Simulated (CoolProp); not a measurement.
Vapour-liquid equilibrium of propane (1) + n-perfluorobutane (2) at 327.9 K; x and y are mole fractions of (1).

The numbers come from the multi-fluid Helmholtz-energy mixture model, Lemmon 2009 and Gao 2022; pair parameters Bell 2016 in CoolProp.

```csv
x,bubble pressure (MPa),y at the bubble point,dew pressure at overall composition x (MPa),liquid density (mol/L)
0.05,0.7784,0.192,0.6631,5.838
0.2,1.156,0.475,0.7865,6.128
0.35,1.428,0.603,0.9573,6.456
0.5,1.621,0.686,1.203,6.862
0.65,1.763,0.757,1.538,7.427
0.8,1.864,0.838,1.825,8.260
0.95,1.905,0.950,1.905,9.465
```

y crosses x between x = 0.8 and 0.95: the model has an azeotrope there.

The pair parameters rest on a limited set of measurements; away from them the model extrapolates.
